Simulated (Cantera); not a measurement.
Cantera run:

```python
import numpy as np
import cantera as ct

gas_names = """
    H HI H2 I I2 N NH NH2 NH3 N2 N2H2 N2H4 Na NaH NaI Na2
""".split()
cond_names = """
    I2(cr) I2(L) Na(cr) Na(L) NaI(s) NaI(L)
""".split()


# ... load() reads the species with a 1 bar reference pressure and builds the phases ...
atoms = {
    'NaI': {'Na': 1, 'I': 1},
    'H2': {'H': 2},
    'N2': {'N': 2},
}
top_T = {}  # K; cautious upper limits of use, not melting points


# ... equilibrate(T, P, feed) seeds the gas with the atoms and calls Mixture.equilibrate('TP', solver="vcs", rtol=1e-11, max_steps=5000) ...
results = []
feed = {'NaI': 1, 'H2': 18, 'N2': 75}  # mol
T = 2175  # K
for P in [0.1, 0.72, 5.2, 37, 270, 1900, 14000, 100000]:
    mix = equilibrate(T, P, feed)
    results.append((T, P, feed, dict(zip(mix.species_names, mix.species_moles))))

top = {s: max(r[3][s] / sum(r[3][g] for g in gas_names) for r in results) for s in gas_names}
cols = sorted((s for s in top if top[s] > 0.001), key=lambda s: -top[s])[:7]
seen = [c for c in cond_names if any(r[3].get(c, 0) > 1e-12 for r in results)]
print("log10 of partial pressures in bar; condensed amounts in mol")
print(f"{'P/Pa':>10s}" + "".join(f"{s[:9]:>10s}" for s in cols + seen))
for T, P, feed, n in results:
    ng = sum(n[g] for g in gas_names)
    print(f"{P:10.4g}" + "".join(f"{np.log10(max(n[s] / ng * P / 1e5, 1e-99)):10.3f}" for s in cols)
          + "".join(f"{n.get(c, 0):10.4g}" for c in seen))
```

It prints:

```
log10 of partial pressures in bar; condensed amounts in mol
      P/Pa        N2         H        H2        Na         I       NaI
       0.1    -6.176    -6.506    -8.390    -8.051    -8.051   -13.518
      0.72    -5.311    -5.697    -6.771    -7.186    -7.186   -11.786
       5.2    -4.430    -5.009    -5.395    -6.305    -6.305   -10.025
        37    -3.555    -4.463    -4.304    -5.431    -5.432    -8.278
       270    -2.680    -3.985    -3.347    -4.559    -4.563    -6.537
      1900    -1.827    -3.544    -2.465    -3.731    -3.741    -4.888
   1.4e+04    -0.956    -3.103    -1.583    -2.973    -3.000    -3.388
     1e+05    -0.100    -2.673    -0.723    -2.362    -2.429    -2.206
```

Method: chemical equilibrium by Gibbs-energy minimisation in Cantera with the NASA 1993 tables (ideal gas, pure condensed phases). Gases not in the tables: NaBr and NaI dimers.
